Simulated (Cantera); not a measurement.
Cantera run:

```python
import numpy as np
import cantera as ct

gas_names = """
    NF3 SiF2
""".split()
cond_names = """
    Si(cr) Si(L) Si3N4(a)
""".split()


# ... load() reads the species with a 1 bar reference pressure and builds the phases ...
species = {s.name: s for s in load("nasa_gas.yaml", gas_names) + load("nasa_condensed.yaml", cond_names)}
# Each term lists the table entries of one substance; the one whose range holds T is used.
reactions = {
    '9 Si + 4 NF3(g) = Si3N4 + 6 SiF2(g)':
        [(-9, ['Si(cr)', 'Si(L)']), (-4, ['NF3']), (1, ['Si3N4(a)']), (6, ['SiF2'])],
}


def pick(names, T):
    return next(species[n] for n in names if species[n].thermo.min_temp <= T <= species[n].thermo.max_temp)


results = []
for label, terms in reactions.items():
    print(label)
    print("     T/K   dH/kJ  dS/(J/K)   dG/kJ   log10 K")
    for T in [300, 550, 575, 600, 625, 650, 675, 700, 725, 750, 775]:
        used = [(nu, pick(names, T)) for nu, names in terms]
        dH = sum(nu * s.thermo.h(T) for nu, s in used) / 1e6
        dS = sum(nu * s.thermo.s(T) for nu, s in used) / 1e3
        dG = dH - T * dS / 1e3
        logK = -dG * 1e6 / (ct.gas_constant * T * np.log(10))
        results.append((label, T, dH, dS, dG, logK, [s.name for _, s in used]))
        print(f"{T:8g} {dH:8.1f} {dS:8.1f} {dG:8.1f} {logK:8.2f}")
```

Result:

```
9 Si + 4 NF3(g) = Si3N4 + 6 SiF2(g)
     T/K   dH/kJ  dS/(J/K)   dG/kJ   log10 K
     300  -3745.2    439.8  -3877.1   675.05
     550  -3757.4    411.3  -3983.6   378.32
     575  -3758.9    408.5  -3993.8   362.80
     600  -3760.5    405.9  -4004.0   348.57
     625  -3762.1    403.3  -4014.1   335.48
     650  -3763.6    400.8  -4024.2   323.38
     675  -3765.2    398.4  -4034.2   312.18
     700  -3766.8    396.1  -4044.1   301.77
     725  -3768.4    393.9  -4054.0   292.07
     750  -3770.0    391.7  -4063.8   283.02
     775  -3771.6    389.6  -4073.6   274.55
```

Source: NASA polynomial tables (part measured, part estimated), evaluated in Cantera. The tables' values for SiF2 are old estimates. Condensed species are held in their standard states even where they would react or evaporate.
